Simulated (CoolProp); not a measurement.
Vapour-liquid equilibrium of benzene (1) + n-heptane (2) at 356.2 K; x and y are mole fractions of (1).

Values from CoolProp's multi-fluid Helmholtz-energy mixture model, Thol 2012 and Span 2003; pair parameters Bell 2016.

**Question.** Give the bubble pressure and the first vapour's composition at x = 0.05, 0.275, 0.65. Is there an azeotrope?

**Answer.** x = 0.05: 0.6710 bar, y = 0.104; x = 0.275: 0.8377 bar, y = 0.441; x = 0.65: 1.027 bar, y = 0.747. No azeotrope shows between x = 0.05 and 0.95.

The pair parameters rest on a limited set of measurements; away from them the model extrapolates.
